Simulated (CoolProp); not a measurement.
The fluid at 531.82 K and 0.286 MPa is throttled through a valve to 0.0199 MPa with no heat exchange. The same conditions are run with several fluids, on thermodynamics alone (safety and materials aside).

Model: reference Helmholtz-energy equation of state of each fluid (hydrogen sulfide: Lemmon 2006; isobutene: Lemmon 2005; hexamethyldisiloxane (MM): Thol 2016; carbon dioxide: Span 1996; cyclopentane: Gedanitz 2015), in CoolProp.

```
fluid                      temperature change (K)  final density (kg/m³)
-------------------------  ----------------------  ---------------------
hydrogen sulfide                             -1.3                      ?
isobutene                                    -1.2                      ?
hexamethyldisiloxane (MM)                       ?                  0.736
carbon dioxide                               -0.7                      ?
cyclopentane                                    ?                      ?
```

Some entries are withheld; supply them.


- hydrogen sulfide, final density (kg/m³): 0.154
- isobutene, final density (kg/m³): 0.253
- hexamethyldisiloxane (MM), temperature change (K): -2.2
- carbon dioxide, final density (kg/m³): 0.198
- cyclopentane, temperature change (K): -1.7
- cyclopentane, final density (kg/m³): 0.317
